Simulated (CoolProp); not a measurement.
Vapour-liquid equilibrium of R134a (1) + R123 (2) at 338.2 K; x and y are mole fractions of (1).

Model: multi-fluid Helmholtz-energy mixture model, Tillner-Roth 1994 and Younglove 1994; pair parameters Bell 2016, in CoolProp.

### Question
Give the bubble pressure and the first vapour's composition at x = 0.35, 0.65, 0.8. Is there an azeotrope?

### Answer
x = 0.35: 0.9092 MPa, y = 0.711; x = 0.65: 1.350 MPa, y = 0.866; x = 0.8: 1.569 MPa, y = 0.922. No azeotrope shows between x = 0.05 and 0.95.

Pair parameters are fitted to limited data, so mixtures are less certain than the pure fluids. The gap from Raoult's law changes sign with composition, which may be real or a fault of the pair parameters; it wasn't checked against measurements.
